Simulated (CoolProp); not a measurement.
Vapour-liquid equilibrium of ammonia (1) + benzene (2) at 803 kPa; x and y are mole fractions of (1).

Values from CoolProp's multi-fluid Helmholtz-energy mixture model, Gao 2020 and Thol 2012; pair parameters Bell 2016.

```
x     bubble temperature, mixture model (K)  bubble temperature, Raoult's law (K)  y, mixture model  y, Raoult's law
----  -------------------------------------  ------------------------------------  ----------------  ---------------
0.05                                  389.9                                 397.2             0.638            0.610
0.15                                  334.5                                 358.8             0.929            0.873
0.25                                  314.1                                 339.2             0.968            0.940
0.35                                  305.5                                 326.5             0.979            0.967
0.45                                  301.7                                 317.5             0.983            0.980
0.55                                  299.8                                 310.5             0.985            0.988
0.65                                  298.5                                 304.8             0.986            0.993
0.75                                  297.1                                 300.2             0.988            0.996
0.85                                  295.2                                 296.2             0.991            0.998
0.95                                  292.6                                 292.7             0.996            0.999
```

The largest gap from Raoult's law is -25.1 K in bubble temperature, at x = 0.25. No azeotrope shows between x = 0.05 and 0.95.

Pair parameters are fitted to limited data, so mixtures are less certain than the pure fluids. With so large a gap from Raoult's law the liquid may split in two, which this calculation doesn't test in full.
